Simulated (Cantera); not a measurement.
# Equilibrium for carbothermic reduction: Fe₂O₃ + C + N₂

Input: 1 mol Fe₂O₃, 1.7 mol C, 0.26 mol N₂, equilibrated at 627 °C.

Cantera equilibrium calculation (NASA polynomials, part measured and part estimated; ideal gas, pure solids and liquids). Candidate condensed phases: C, Fe, Fe(CO)₅, FeO, Fe₂O₃, Fe₃O₄; 27 gas species. The tables' stoichiometric FeO is somewhat more stable than real wüstite, so its field is too wide. FeO: taken at fixed stoichiometry. Condensed phases not in the tables: cementite and carbon dissolved in iron. Equilibrium is a limit: real reactors are often held back by kinetics, nucleation or transport.

From 0.0750 Torr to 24.0 Torr the condensed part is Fe(α) + FeO(s). From 165 Torr to 7500 Torr the condensed part is C(graphite) + FeO(s).

```json
[
 {"P (Pa)": "10", "log p CO": "-4.18", "log p CO₂": "-4.69", "log p N₂": "-4.88", "n Fe(α)": "1.10", "n FeO(s)": "0.897", "n C(graphite)": "0"},
 {"P (Pa)": "68", "log p CO": "-3.35", "log p CO₂": "-3.85", "log p N₂": "-4.04", "n Fe(α)": "1.10", "n FeO(s)": "0.897", "n C(graphite)": "0"},
 {"P (Pa)": "460", "log p CO": "-2.52", "log p CO₂": "-3.02", "log p N₂": "-3.21", "n Fe(α)": "1.10", "n FeO(s)": "0.897", "n C(graphite)": "0"},
 {"P (Pa)": "3200", "log p CO": "-1.67", "log p CO₂": "-2.18", "log p N₂": "-2.37", "n Fe(α)": "1.10", "n FeO(s)": "0.897", "n C(graphite)": "0"},
 {"P (Pa)": "22000", "log p CO": "-0.99", "log p CO₂": "-1.23", "log p N₂": "-1.24", "n Fe(α)": "0", "n FeO(s)": "2.00", "n C(graphite)": "0.968"},
 {"P (Pa)": "150000", "log p CO": "-0.45", "log p CO₂": "-0.16", "log p N₂": "-0.34", "n Fe(α)": "0", "n FeO(s)": "2.00", "n C(graphite)": "1.10"},
 {"P (Pa)": "1000000", "log p CO": "0.01", "log p CO₂": "0.76", "log p N₂": "0.51", "n Fe(α)": "0", "n FeO(s)": "2.00", "n C(graphite)": "1.16"}
]
```
log p: log10 of the partial pressure in bar; n: condensed amount in mol.
